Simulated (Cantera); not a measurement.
An adiabatic, constant-volume homogeneous reactor starts with CH₄ : O₂ : N₂ = 1 : 1.67 : 6.27 (molar parts), equivalence ratio 1.2, at 1423 K and 22000 Pa. Integrator tolerance rtol = 1e-08.

Detailed kinetics in Cantera: GRI-Mech 3.0 (53 species, 325 reactions).

Question: What does this change do: initial temperature 1423 to 1673 K?

Answer: 
| quantity | before | after |
|---|---|---|
| time of steepest temperature rise | 8.45 ms | 0.985 ms |
| temperature at 0.100 s | 2776 K | 2825 K |
| equilibrium temperature | 2776 K | 2825 K |
| x(CH₄) at 0.100 s | <1e-12 (gas-phase equilibrium <1e-12) | <1e-12 (gas-phase equilibrium <1e-12) |
| x(O₂) at 0.100 s | 0.0116 (gas-phase equilibrium 0.0116) | 0.0138 (gas-phase equilibrium 0.0138) |
| x(O) at 0.100 s | 0.00783 (gas-phase equilibrium 0.00783) | 0.0111 (gas-phase equilibrium 0.0111) |
| x(C₂H₆) at 0.100 s | <1e-12 (gas-phase equilibrium <1e-12) | <1e-12 (gas-phase equilibrium <1e-12) |
| x(H₂) at 0.100 s | 0.0393 (gas-phase equilibrium 0.0393) | 0.0427 (gas-phase equilibrium 0.0427) |

Question: What does this change do: initial temperature 1423 to 1400 K?

Answer: 
```
quantity                                                            before                                    after
---------------------------------  ---------------------------------------  ---------------------------------------
time of steepest temperature rise                                  8.45 ms                                  10.9 ms
temperature at 0.100 s                                              2776 K                                   2772 K
equilibrium temperature                                             2776 K                                   2772 K
x(CH₄) at 0.100 s                    <1e-12 (gas-phase equilibrium <1e-12)    <1e-12 (gas-phase equilibrium <1e-12)
x(O₂) at 0.100 s                     0.0116 (gas-phase equilibrium 0.0116)    0.0113 (gas-phase equilibrium 0.0113)
x(O) at 0.100 s                    0.00783 (gas-phase equilibrium 0.00783)  0.00756 (gas-phase equilibrium 0.00756)
x(C₂H₆) at 0.100 s                   <1e-12 (gas-phase equilibrium <1e-12)    <1e-12 (gas-phase equilibrium <1e-12)
x(H₂) at 0.100 s                     0.0393 (gas-phase equilibrium 0.0393)    0.0390 (gas-phase equilibrium 0.0390)
```
